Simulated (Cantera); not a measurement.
**SiH2Cl2 + CH4 + H2 (silicon carbide growth)**

Feed: 1 mol SiH2Cl2, a varied amount of CH4, 20 mol H2, equilibrated at 1125 K and 0.00180 bar.

Equilibrium computed with Cantera from the NASA thermochemical tables; the gas is ideal and each condensed phase is pure. Candidate condensed phases: C, C6H6, C7H8, C8H18, Si, SiC; 109 gas species. Mutual solubility and eutectic melting of coexisting phases are not modelled. The tables' values for SiCl3 are old estimates; treat these amounts as uncertain. Rates play no part.

From 0.015 mol CH4 to 0.5 mol CH4 the condensed part is Si(s) + SiC(s). At 0.9 mol CH4 the condensed part is SiC(s). From 1.6 mol CH4 to 2.9 mol CH4 the condensed part is C(graphite) + SiC(s). The main Si-bearing gas is SiCl2 throughout.

```
n(CH4) (mol)   x H2   x HCl  x SiCl2  x SiCl4   x SiCl3  x SiHCl3  n Si(s)  n SiC(s)  n C(graphite)
------------  -----  ------  -------  -------  --------  --------  -------  --------  -------------
0.015         0.929  0.0586  0.00783  0.00268   0.00131  0.000737    0.709    0.0150              0
0.026         0.929  0.0586  0.00782  0.00267   0.00130  0.000736    0.698    0.0260              0
0.047         0.929  0.0585  0.00780  0.00266   0.00130  0.000734    0.677    0.0470              0
0.085         0.929  0.0584  0.00777  0.00264   0.00129  0.000729    0.640    0.0850              0
0.15          0.929  0.0582  0.00772  0.00260   0.00128  0.000721    0.576     0.150              0
0.28          0.930  0.0578  0.00760  0.00252   0.00125  0.000706    0.448     0.280              0
0.5           0.931  0.0571  0.00742  0.00240   0.00120  0.000681    0.231     0.500              0
0.9           0.923  0.0726  0.00227  0.00120  0.000470  0.000265        0     0.900              0
1.6           0.921  0.0793  1.50e-5  9.45e-6   3.39e-6   1.91e-6        0     0.999          0.600
2.9           0.928  0.0719  1.22e-5  6.29e-6   2.50e-6   1.41e-6        0     0.999           1.90
```
x: gas mole fraction; n: condensed amount in mol.
